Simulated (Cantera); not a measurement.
Charge: 1 mol Si3N4, 0.013 mol O2, 60 mol N2, held at 1673 K.

Method: chemical equilibrium by Gibbs-energy minimisation in Cantera with the NASA 1993 tables (ideal gas, pure condensed phases). Candidate condensed phases: Si, SiO2, Si2N2O, Si3N4; 16 gas species. The tables' values for SiN are old estimates; treat these amounts as uncertain. Equilibrium is a limit: real reactors are often held back by kinetics, nucleation or transport.

Problem. At 2.50 Pa, list the 5 most abundant gas species with their mole fractions, and the condensed phases.

Solution. N2 0.983, Si 0.0167, SiO 0.000412, Si2N 9.89e-5, Si2 6.43e-5. Condensed: Si(s).
